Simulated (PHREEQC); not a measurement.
Dissolve 0.27 mol CuSO4 and 0.00013 mol HNO3 per kg of water at 47 °C. Closed to the air; pH follows from the charge balance.

Model: ion-association model, phreeqc.dat, run in PHREEQC.

| quantity | before | after |
|---|---|---|
| pH | 4.13 | 3.89 |
| ionic strength (mol/kgw) | 0.490 | 0.000130 |

Name the change that produced these shifts.
A) temperature from 47 to 25 °C
B) CuSO4 from 0.27 to 0.054 mol/kgw
C) temperature from 47 to 55 °C
D) diluted 5-fold with water
E) CuSO4 left out

E, CuSO4 left out

No solid was allowed to form. Constants without temperature data keep their 25 °C values here.
